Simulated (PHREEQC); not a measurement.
Dissolve 0.0016 mol/kgw CaSO4, 0.0022 mol/kgw CO2 and 0.00023 mol/kgw KCl at 64 °C. Closed to the air; pH follows from the charge balance.

Computed with PHREEQC (Pitzer model, pitzer.dat).

This is a speciation only: nothing precipitates in the calculation.

Problem. What pH does the model give?

Solution. pH 4.53.

Problem. In which forms is C present?

Solution. CO2 98 %, HCO3- 1.9 % of the C.

Away from 25 °C the constants follow the database's enthalpies or fits; those with neither stay at their 25 °C values.
